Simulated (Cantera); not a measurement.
A freely propagating, adiabatic, planar premixed flame of 4.32 % CH4, 0.778 % C2H6, 2.85 % C3H8, 23.3 % O2, 60.5 % N2, 8.21 % H2O, unburnt at 350 K and 370000 Pa; mixture-averaged transport, grid criteria slope 0.08 and curve 0.16, no radiation.

Detailed kinetics in Cantera: GRI-Mech 3.0 (53 species, 325 reactions). GRI-Mech 3.0 was tuned for natural gas; its chemistry of propane as a main component is partial and can be far from experiment. Burning velocities carry a grid error of a few per cent, more on coarse grids.

x: mole fraction of selected species; z is measured from the peak of heat release.

```
z (mm)   T (K)  u (m/s)     x CH4    x C2H6    x C3H8  x H2O2     x CO2     x HO2
-------  -----  -------  --------  --------  --------  ------  --------  --------
-0.296     350    0.576    0.0432   0.00778    0.0285       …   1.66e-7   4.94e-8
-0.197     351    0.579    0.0431   0.00776    0.0285       …   1.83e-6   4.13e-7
-0.148     356    0.589    0.0428   0.00774    0.0284       …   1.74e-5   2.80e-6
-0.0987    419    0.698    0.0412   0.00760    0.0280       …  0.000350   3.62e-5
-0.0494    917     1.58    0.0308   0.00601    0.0208       …   0.00655  0.000341
-0.0247   1417     2.51    0.0197   0.00326   0.00740       …    0.0176  0.000409
0         1872     3.37   0.00642  0.000271  0.000170       …    0.0359  0.000180
0.0247    2089     3.76  0.000695   1.41e-6   7.10e-8       …    0.0562   3.65e-5
0.0494    2167     3.88   3.96e-5     <1e-8     <1e-8       …    0.0713   1.65e-5
0.0987    2247     3.99   1.28e-7     <1e-8     <1e-8       …    0.0850   9.47e-6
0.197     2329     4.11     <1e-8     <1e-8     <1e-8       …    0.0917   5.40e-6
0.395     2399     4.22     <1e-8     <1e-8     <1e-8       …    0.0953   2.84e-6
0.790     2443     4.28     <1e-8     <1e-8     <1e-8       …    0.0978   1.55e-6
```

Q: What belongs in the gaps?

A: 
- -0.296, x H2O2: 3.18e-8
- -0.197, x H2O2: 2.65e-7
- -0.148, x H2O2: 1.75e-6
- -0.0987, x H2O2: 1.76e-5
- -0.0494, x H2O2: 8.44e-5
- -0.0247, x H2O2: 5.19e-5
- 0, x H2O2: 4.91e-6
- 0.0247, x H2O2: 1.29e-6
- 0.0494, x H2O2: 8.03e-7
- 0.0987, x H2O2: 5.97e-7
- 0.197, x H2O2: 4.35e-7
- 0.395, x H2O2: 3.04e-7
- 0.790, x H2O2: 2.13e-7
